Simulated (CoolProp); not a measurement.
n-butane along the isotherm 575 K: density (kg/m³) from the reference equation and from simpler models built on Tc = 425.1 K, pc = 37.96 bar, ω = 0.201; each cubic takes its own stable root.

Computed with CoolProp (reference Helmholtz-energy equation of state, Bücker 2006).

| p (bar) | phase | reference | ideal gas | van der Waals | Soave-Redlich-Kwong |
|---|---|---|---|---|---|
| 9.23 | gas | 11.54 | 11.22 | 11.62 | 11.54 |
| 18.5 | gas | 23.82 | 22.49 | 24.18 | 23.78 |
| 27.7 | gas | 36.76 | 33.68 | 37.70 | 36.62 |
| 36.9 | gas | 50.53 | 44.86 | 52.45 | 50.15 |
| 46.2 | supercritical | 65.34 | [?] | 68.84 | [?] |
| 55.4 | supercritical | [?] | 67.35 | 86.70 | 79.33 |
| 64.6 | supercritical | 97.28 | 78.54 | 106.2 | 94.67 |
| 73.8 | supercritical | 114.4 | 89.72 | 127.0 | 110.4 |
| 83.1 | supercritical | 132.2 | 101.0 | 148.3 | 126.4 |
| 92.3 | supercritical | 150.1 | 112.2 | 168.1 | 142.2 |
| 102 | supercritical | 168.8 | 124.0 | 186.7 | 158.5 |
| 111 | supercritical | 185.7 | 134.9 | 201.5 | 173.1 |
| 120 | supercritical | 201.8 | 145.9 | 214.3 | 187.1 |

### Question
What belongs in the gaps?

### Answer

- 46.2, ideal gas: 56.17
- 46.2, Soave-Redlich-Kwong: 64.51
- 55.4, reference: 80.89
